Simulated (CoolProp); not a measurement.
Vapour-liquid equilibrium of R114 (1) + n-hexane (2) at 257 kPa; x and y are mole fractions of (1).

The numbers come from the multi-fluid Helmholtz-energy mixture model, Platzer 1990 and Thol 2019; pair parameters Bell 2016 in CoolProp. This equation is an older, rougher fit; its heat capacities, sound speeds and derivatives of the liquid may be far off and weren't checked against measurements.

```csv
x,bubble temperature (K),y at the bubble point,dew temperature at overall composition x (K),liquid density (mol/L)
0.05,363.3,0.278,372.9,6.884
0.2,340.2,0.674,366.8,7.249
0.35,327.5,0.814,359.9,7.505
0.5,319.7,0.882,351.8,7.715
0.65,314.1,0.924,342.0,7.912
0.8,309.5,0.958,329.0,8.111
0.95,305.3,0.989,310.6,8.328
```

No azeotrope shows between x = 0.05 and 0.95.

The pair parameters rest on a limited set of measurements; away from them the model extrapolates.
